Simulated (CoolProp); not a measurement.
Vapour-liquid equilibrium of n-butane (1) + R113 (2) at 468 kPa; x and y are mole fractions of (1).

Model: multi-fluid Helmholtz-energy mixture model, Bücker 2006 and Marx 1992; pair parameters Bell 2016, in CoolProp.

Question: Give the bubble temperature and the first vapour's composition at x = 0.25, 0.45, 0.85. Is there an azeotrope?

Answer: x = 0.25: 79.7 °C, y = 0.543; x = 0.45: 67.7 °C, y = 0.743; x = 0.85: 52.3 °C, y = 0.946. No azeotrope shows between x = 0.05 and 0.95.

The pair parameters rest on a limited set of measurements; away from them the model extrapolates.
